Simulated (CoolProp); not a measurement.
Model: reference Helmholtz-energy equation of state, Lemmon 2006, in CoolProp. It is a short technical equation, of lower accuracy than the large ones.

For R141b, give the phase and the conductivity (mW/(m K)), Prandtl number at 287.7 K and 11.1 MPa; 386.5 K and 11.1 MPa; 403 K and 11.1 MPa.


- 287.7 K and 11.1 MPa: liquid; conductivity 98.0, Prandtl number 5.94
- 386.5 K and 11.1 MPa: liquid; conductivity 74.7, Prandtl number 3.39
- 403 K and 11.1 MPa: liquid; conductivity 71.6, Prandtl number 3.17

Viscosity comes from a separate model (Huber 2003), an estimate that may be off by 10 % or more. Thermal conductivity comes from a separate model (Huber 2003), an estimate that may be off by 10 % or more.
